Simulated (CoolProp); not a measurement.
C2F6 (R116) at 226.29 K and 0.97 MPa flows at 0.48 m/s in a round tube of 12.7 mm bore and 45 µm roughness, fully developed (64/Re and Nu = 3.66 if laminar; Colebrook and Gnielinski if turbulent). Each further row changes one setting.

Computed with CoolProp (reference Helmholtz-energy equation of state, Lemmon 2006). It is a short technical equation, of lower accuracy than the large ones.

```csv
case,Reynolds number,Darcy friction factor,pressure drop (Pa/m),heat-transfer coefficient (W/(m² K)),mass flow (kg/h)
as stated,35500,0.0304,[?],[?],[?]
velocity 0.96 m/s,70900,[?],[?],2380,[?]
diameter 25.4 mm,70900,[?],166,1070,[?]
```

Question: Fill in the missing entries.

Answer: 
- as stated, pressure drop (Pa/m): 403
- as stated, heat-transfer coefficient (W/(m² K)): 1210
- as stated, mass flow (kg/h): 320
- velocity 0.96 m/s, Darcy friction factor: 0.0291
- velocity 0.96 m/s, pressure drop (Pa/m): 1540
- velocity 0.96 m/s, mass flow (kg/h): 639
- diameter 25.4 mm, Darcy friction factor: 0.0251
- diameter 25.4 mm, mass flow (kg/h): 1280

Viscosity comes from a separate model (Huber 2003), an estimate that may be off by 10 % or more. Thermal conductivity comes from a separate model (Huber 2003), an estimate that may be off by 10 % or more.
